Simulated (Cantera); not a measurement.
Thermodynamics of sublimation and decomposition of ceramics, feed MgO + H₂ + C

A closed system holds: 1 mol MgO, 0.031 mol H₂, 0.0037 mol C, at 1330 Pa.

Method: chemical equilibrium by Gibbs-energy minimisation in Cantera with the NASA 1993 tables (ideal gas, pure condensed phases). Candidate condensed phases: C, C₆H₆, C₇H₈, C₈H₁₈, H₂O, Mg, MgCO₃, MgO, Mg(OH)₂; 116 gas species. The tables' values for MgH are old estimates; treat these amounts as uncertain. Rates play no part.

```tsv
T (K)	x Mg	x O	x H₂	x H₂O	x O₂	x H	x CO	x OH	x MgO	x CO₂	n MgO(s)
2473	0.316	0.00405	0.268	0.220	0.00136	0.100	0.0578	0.0164	0.00278	0.00773	0.982
2548	0.363	0.0142	0.168	0.233	0.00807	0.110	0.0466	0.0333	0.00703	0.0102	0.975
2623	0.420	0.0457	0.0816	0.183	0.0417	0.104	0.0310	0.0555	0.0168	0.0107	0.960
2698	0.532	0.125	0.00967	0.0310	0.162	0.0480	0.00703	0.0394	0.0383	0.00335	0.795
2773	0.562	0.180	0.000793	0.00199	0.182	0.0181	0.00163	0.0125	0.0394	0.000595	0
2848	0.550	0.224	0.000641	0.00112	0.156	0.0212	0.00173	0.0108	0.0330	0.000428	0
2923	0.539	0.269	0.000486	0.000588	0.129	0.0237	0.00180	0.00893	0.0273	0.000300	0
2998	0.527	0.312	0.000353	0.000294	0.103	0.0255	0.00183	0.00704	0.0221	0.000205	0
3073	0.517	0.352	0.000249	0.000142	0.0789	0.0269	0.00184	0.00537	0.0178	0.000139	0
```
x: gas mole fraction; n: condensed amount in mol.

From 2473 K to 2698 K the condensed part is MgO(s). From 2773 K to 3073 K nothing is condensed. The main Mg-bearing gas is Mg throughout.
